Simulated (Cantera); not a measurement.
**Thermodynamics of thermal oxidation and active oxidation of silicon, feed Si + O2 + H2**

A closed system holds: 1 mol Si, 0.034 mol O2, 200 mol H2, held at 4.00 bar.

Equilibrium computed with Cantera from the NASA thermochemical tables; the gas is ideal and each condensed phase is pure. Candidate condensed phases: H2O, Si, SiO2; 18 gas species. Mutual solubility and eutectic melting of coexisting phases are not modelled. The tables hold silica as quartz up to 1696 K and as liquid above; real silica turns to tridymite and cristobalite and melts near 1996 K. Gases not in the tables: Si2H6 and higher silanes. The numbers say what is thermodynamically allowed, not how fast it happens.

```csv
T (°C),log p H2,log p SiO,log p H,log p SiH2,log p H2O,log p SiH4,n Si(s),n SiO2(β-quartz),n Si(l)
1150,0.60,-3.93,-4.88,-5.68,-5.26,-4.83,0.962,0.0309,0
1200,0.60,-3.50,-4.60,-5.38,-5.01,-4.80,0.957,0.0259,0
1250,0.60,-3.11,-4.34,-5.10,-4.77,-4.77,0.946,0.0140,0
1300,0.60,-2.87,-4.09,-4.83,-4.69,-4.75,0.931,0,0
1350,0.60,-2.87,-3.86,-4.59,-4.83,-4.72,0.930,0,0
1400,0.60,-2.87,-3.64,-4.36,-4.97,-4.70,0.929,0,0
1450,0.60,-2.87,-3.44,-4.17,-5.06,-4.71,0,0,0.928
1500,0.60,-2.87,-3.25,-4.01,-5.14,-4.73,0,0,0.926
1550,0.60,-2.87,-3.06,-3.85,-5.21,-4.75,0,0,0.924
```
log p: log10 of the partial pressure in bar; n: condensed amount in mol.

From 1150 °C to 1250 °C the condensed part is Si(s) + SiO2(β-quartz). From 1300 °C to 1400 °C the condensed part is Si(s). From 1450 °C to 1550 °C the condensed part is Si(l). The main Si-bearing gas is SiO throughout. The share of Si in condensed phases is highest at 1150 °C (99.3 %) and lowest at 1550 °C (92.4 %).
